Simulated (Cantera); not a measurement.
What does this Cantera script print?

```python
import numpy as np
import cantera as ct

gas_names = """
    B BH BH2 BH3 BO BO2 B2 B2O B2O2 B2O3 B3O3H3 H HBO HBO2 HO2 H2 H2O H2O2 H3B3O6 O OH O2 O3
""".split()
cond_names = """
    B(b) B(L) B2O3(L) B3O3H3(cr) H2O(s) H2O(L)
""".split()


# ... load() reads the species with a 1 bar reference pressure and builds the phases ...
atoms = {
    'B2O3': {'B': 2, 'O': 3},
    'H2': {'H': 2},
}
top_T = {}  # K; cautious upper limits of use, not melting points


# ... equilibrate(T, P, feed) seeds the gas with the atoms and calls Mixture.equilibrate('TP', solver="vcs", rtol=1e-11, max_steps=5000) ...
results = []
P = 170  # Pa
for T in [750, 850, 950, 1050, 1150, 1250, 1350, 1450, 1550, 1650, 1750, 1850, 1950, 2050]:
    for m in [2.1, 3, 4.2, 5.8, 8.2, 12, 16, 23, 32, 45, 63, 88, 120]:
        feed = {'B2O3': 1, 'H2': m}  # mol
        mix = equilibrate(T, P, feed)
        results.append((T, P, feed, dict(zip(mix.species_names, mix.species_moles))))

for T, P, feed, n in results:
    print(f"{T:7g} {feed['H2']:10.4g}  " + (" + ".join(c for c in cond_names if n.get(c, 0) > 1e-12) or "gas only"))
```

Result:

```
    750        2.1  B2O3(L)
    750          3  B2O3(L)
    750        4.2  B2O3(L)
    750        5.8  B2O3(L)
    750        8.2  B2O3(L)
    750         12  B2O3(L)
    750         16  B2O3(L)
    750         23  B2O3(L)
    750         32  B2O3(L)
    750         45  B2O3(L)
    750         63  B2O3(L)
    750         88  B2O3(L)
    750        120  B2O3(L)
    850        2.1  B2O3(L)
    850          3  B2O3(L)
    850        4.2  B2O3(L)
    850        5.8  B2O3(L)
    850        8.2  B2O3(L)
    850         12  B2O3(L)
    850         16  B2O3(L)
    850         23  B2O3(L)
    850         32  B2O3(L)
    850         45  B2O3(L)
    850         63  B2O3(L)
    850         88  B2O3(L)
    850        120  B2O3(L)
    950        2.1  B2O3(L)
    950          3  B2O3(L)
    950        4.2  B2O3(L)
    950        5.8  B2O3(L)
    950        8.2  B2O3(L)
    950         12  B2O3(L)
    950         16  B2O3(L)
    950         23  B2O3(L)
    950         32  B2O3(L)
    950         45  B2O3(L)
    950         63  B2O3(L)
    950         88  B2O3(L)
    950        120  B2O3(L)
   1050        2.1  B2O3(L)
   1050          3  B2O3(L)
   1050        4.2  B2O3(L)
   1050        5.8  B2O3(L)
   1050        8.2  B2O3(L)
   1050         12  B2O3(L)
   1050         16  B2O3(L)
   1050         23  B2O3(L)
   1050         32  B2O3(L)
   1050         45  B2O3(L)
   1050         63  B2O3(L)
   1050         88  B2O3(L)
   1050        120  B2O3(L)
   1150        2.1  B2O3(L)
   1150          3  B2O3(L)
   1150        4.2  B2O3(L)
   1150        5.8  B2O3(L)
   1150        8.2  B2O3(L)
   1150         12  B2O3(L)
   1150         16  B2O3(L)
   1150         23  B2O3(L)
   1150         32  B2O3(L)
   1150         45  B2O3(L)
   1150         63  B2O3(L)
   1150         88  B2O3(L)
   1150        120  B2O3(L)
   1250        2.1  B2O3(L)
   1250          3  B2O3(L)
   1250        4.2  B2O3(L)
   1250        5.8  B2O3(L)
   1250        8.2  B2O3(L)
   1250         12  B2O3(L)
   1250         16  B2O3(L)
   1250         23  B2O3(L)
   1250         32  B2O3(L)
   1250         45  B2O3(L)
   1250         63  B2O3(L)
   1250         88  B2O3(L)
   1250        120  B2O3(L)
   1350        2.1  B2O3(L)
   1350          3  B2O3(L)
   1350        4.2  B2O3(L)
   1350        5.8  B2O3(L)
   1350        8.2  B2O3(L)
   1350         12  B2O3(L)
   1350         16  B2O3(L)
   1350         23  B2O3(L)
   1350         32  B2O3(L)
   1350         45  B2O3(L)
   1350         63  B2O3(L)
   1350         88  B2O3(L)
   1350        120  B2O3(L)
   1450        2.1  B2O3(L)
   1450          3  B2O3(L)
   1450        4.2  B2O3(L)
   1450        5.8  B2O3(L)
   1450        8.2  B2O3(L)
   1450         12  B2O3(L)
   1450         16  B2O3(L)
   1450         23  B2O3(L)
   1450         32  B2O3(L)
   1450         45  B2O3(L)
   1450         63  B2O3(L)
   1450         88  gas only
   1450        120  gas only
   1550        2.1  B2O3(L)
   1550          3  B2O3(L)
   1550        4.2  B2O3(L)
   1550        5.8  B2O3(L)
   1550        8.2  B2O3(L)
   1550         12  B2O3(L)
   1550         16  gas only
   1550         23  gas only
   1550         32  gas only
   1550         45  gas only
   1550         63  gas only
   1550         88  gas only
   1550        120  gas only
   1650        2.1  B2O3(L)
   1650          3  gas only
   1650        4.2  gas only
   1650        5.8  gas only
   1650        8.2  gas only
   1650         12  gas only
   1650         16  gas only
   1650         23  gas only
   1650         32  gas only
   1650         45  gas only
   1650         63  gas only
   1650         88  gas only
   1650        120  gas only
   1750        2.1  gas only
   1750          3  gas only
   1750        4.2  gas only
   1750        5.8  gas only
   1750        8.2  gas only
   1750         12  gas only
   1750         16  gas only
   1750         23  gas only
   1750         32  gas only
   1750         45  gas only
   1750         63  gas only
   1750         88  gas only
   1750        120  gas only
   1850        2.1  gas only
   1850          3  gas only
   1850        4.2  gas only
   1850        5.8  gas only
   1850        8.2  gas only
   1850         12  gas only
   1850         16  gas only
   1850         23  gas only
   1850         32  gas only
   1850         45  gas only
   1850         63  gas only
   1850         88  gas only
   1850        120  gas only
   1950        2.1  gas only
   1950          3  gas only
   1950        4.2  gas only
   1950        5.8  gas only
   1950        8.2  gas only
   1950         12  gas only
   1950         16  gas only
   1950         23  gas only
   1950         32  gas only
   1950         45  gas only
   1950         63  gas only
   1950         88  gas only
   1950        120  gas only
   2050        2.1  gas only
   2050          3  gas only
   2050        4.2  gas only
   2050        5.8  gas only
   2050        8.2  gas only
   2050         12  gas only
   2050         16  gas only
   2050         23  gas only
   2050         32  gas only
   2050         45  gas only
   2050         63  gas only
   2050         88  gas only
   2050        120  gas only
```

Equilibrium computed with Cantera from the NASA thermochemical tables; the gas is ideal and each condensed phase is pure.
